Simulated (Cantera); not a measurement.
A perfectly stirred reactor is fed with CO : H2 : CH4 : O2 : N2 = 1 : 0.71 : 0.089 : 2.25 : 8.44 (molar parts), equivalence ratio 0.46, at 2330 Torr; it is adiabatic with a 750 K inlet, and is followed from long to short residence time, starting on the burning branch (τ in s: 0.24, 0.11, 0.05, 0.023, 0.01, 0.0047, 0.0022, 0.00098, 0.00044, 0.0002, 9.2e-05, 4.2e-05).

Detailed kinetics in Cantera: GRI-Mech 3.0 (53 species, 325 reactions).

Q: Predict: blow-out, bracketed by the residence times tried; x(CO) at τ = 0.240 s; x(H2) at τ = 0.240 s; x(CH4) at τ = 0.240 s; x(H2O2) at τ = 0.240 s; x(CO) at τ = 2.20 ms; x(H2) at τ = 2.20 ms; x(CH4) at τ = 2.20 ms; x(H2O2) at τ = 2.20 ms.

A: 
| Property | Result |
|---|---|
| blow-out, bracketed by the residence times tried | burning at 42.0 µs, the shortest tried |
| x(CO) at τ = 0.240 s | 0.000232 |
| x(H2) at τ = 0.240 s | 3.68e-5 |
| x(CH4) at τ = 0.240 s | 1.91e-7 |
| x(H2O2) at τ = 0.240 s | 7.50e-8 |
| x(CO) at τ = 2.20 ms | 0.00316 |
| x(H2) at τ = 2.20 ms | 0.000378 |
| x(CH4) at τ = 2.20 ms | 5.61e-6 |
| x(H2O2) at τ = 2.20 ms | 2.48e-7 |
